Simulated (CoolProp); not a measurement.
Vapour-liquid equilibrium of toluene (1) + p-xylene (2) at 486.1 K; x and y are mole fractions of (1).

Computed with CoolProp (multi-fluid Helmholtz-energy mixture model, Lemmon 2006 and Zhou 2012; pair parameters Bell 2016).

### Question
Give the bubble pressure and the first vapour's composition at x = 0.275, 0.35, 0.875. Is there an azeotrope?

### Answer
x = 0.275: 0.6373 MPa, y = 0.380; x = 0.35: 0.6680 MPa, y = 0.464; x = 0.875: 0.8855 MPa, y = 0.916. No azeotrope shows between x = 0.05 and 0.95.

The pair parameters rest on a limited set of measurements; away from them the model extrapolates.
